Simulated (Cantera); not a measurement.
Feed: 1 mol Ti(OiPr)4, 6.8 mol CH4, 4.9 mol H2, held at 0.100 bar.

Equilibrium computed with Cantera from the NASA thermochemical tables; the gas is ideal and each condensed phase is pure. Candidate condensed phases: C, C6H6, C7H8, C8H18, H2O, Ti, TiC, TiO, TiO2, Ti2O3, Ti3O5, Ti4O7; 113 gas species. The feed counts by its element totals alone. TiC: taken at fixed stoichiometry. Rates play no part.

x: gas mole fraction; n: condensed amount in mol.

| T (°C) | x H2 | x CO | x H | x CH4 | x C2H2 (acetylene) | x H2O | x CO2 | n C(graphite) | n Ti3O5(s) | n TiC(s) |
|---|---|---|---|---|---|---|---|---|---|---|
| 952 | 0.932 | 0.0669 | 9.51e-7 | 0.00114 | 1.51e-7 | 0.000123 | 6.00e-6 | 16.4 | 0.333 | 0 |
| 1002 | 0.932 | 0.0670 | 2.25e-6 | 0.000805 | 3.58e-7 | 7.28e-5 | 3.14e-6 | 16.4 | 0.333 | 0 |
| 1052 | 0.890 | 0.110 | 4.88e-6 | 0.000532 | 7.57e-7 | 7.02e-5 | 4.64e-6 | 13.8 | 0 | 1.00 |
| 1102 | 0.890 | 0.110 | 1.02e-5 | 0.000394 | 1.58e-6 | 4.49e-5 | 2.67e-6 | 13.8 | 0 | 1.00 |
| 1152 | 0.890 | 0.110 | 2.04e-5 | 0.000298 | 3.14e-6 | 2.96e-5 | 1.60e-6 | 13.8 | 0 | 1.00 |
| 1202 | 0.890 | 0.110 | ___ | ___ | ___ | ___ | ___ | 13.8 | 0 | 1.00 |
| 1252 | 0.890 | 0.110 | 7.06e-5 | 0.000181 | 1.08e-5 | 1.40e-5 | 6.42e-7 | 13.8 | 0 | 1.00 |
| 1302 | 0.890 | 0.110 | ___ | ___ | ___ | ___ | ___ | 13.8 | 0 | 1.00 |
| 1352 | 0.890 | 0.110 | 0.000210 | 0.000116 | 3.17e-5 | 7.30e-6 | 2.89e-7 | 13.8 | 0 | 1.00 |
| 1402 | 0.890 | 0.110 | 0.000346 | 9.54e-5 | 5.17e-5 | 5.42e-6 | 2.01e-7 | 13.8 | 0 | 1.00 |
| 1452 | 0.890 | 0.110 | 0.000554 | 7.91e-5 | 8.20e-5 | 4.10e-6 | 1.43e-7 | 13.8 | 0 | 1.00 |
| 1502 | 0.889 | 0.110 | 0.000863 | 6.62e-5 | 0.000127 | 3.15e-6 | 1.04e-7 | 13.8 | 0 | 1.00 |
| 1552 | 0.889 | 0.110 | 0.00131 | 5.60e-5 | 0.000191 | 2.46e-6 | 7.72e-8 | 13.8 | 0 | 1.00 |
| 1602 | 0.888 | 0.109 | 0.00195 | 4.78e-5 | 0.000281 | 1.94e-6 | 5.82e-8 | 13.8 | 0 | 1.00 |

Some entries are withheld; supply them.


- 1202, x H: 3.87e-5
- 1202, x CH4: 0.000230
- 1202, x C2H2 (acetylene): 5.94e-6
- 1202, x H2O: 2.01e-5
- 1202, x CO2: 9.98e-7
- 1302, x H: 0.000124
- 1302, x CH4: 0.000144
- 1302, x C2H2 (acetylene): 1.88e-5
- 1302, x H2O: 1.00e-5
- 1302, x CO2: 4.25e-7
